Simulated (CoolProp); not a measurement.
Model: reference Helmholtz-energy equation of state, Leachman 2009, in CoolProp.

Problem. Give the vapour pressure (MPa), liquid density (kg/m³), vapour density (kg/m³), liquid cp (kJ/(kg K)) of saturated normal hydrogen at -246.35, -244.15, -241.95 °C.

Solution. 
| T (°C) | p (MPa) | liquid density (kg/m³) | vapour density (kg/m³) | liquid cp (kJ/(kg K)) |
|---|---|---|---|---|
| -246.35 | 0.460 | 61.7 | 5.58 | 15.7 |
| -244.15 | 0.682 | 57.1 | 8.56 | 20.8 |
| -241.95 | 0.971 | 50.6 | 13.5 | 36.5 |
